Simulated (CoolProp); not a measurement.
Benzene at 293.15 K and 0.00422 MPa is compressed adiabatically to 0.0194 MPa with isentropic efficiency 0.75. Each further row changes one setting.

Values from CoolProp's reference Helmholtz-energy equation of state, Thol 2012.

| case | work (kJ/kg) | final temperature (K) | final density (kg/m³) |
|---|---|---|---|
| as stated | 68.2 | (withheld) | 0.519 |
| efficiency 1 | 51.1 | (withheld) | (withheld) |
| efficiency 0.65 | 78.7 | 361.2 | (withheld) |

**Question.** Some entries are withheld; supply them.

**Answer.** 
- as stated, final temperature (K): 353.1
- efficiency 1, final temperature (K): 339.4
- efficiency 1, final density (kg/m³): 0.541
- efficiency 0.65, final density (kg/m³): 0.508
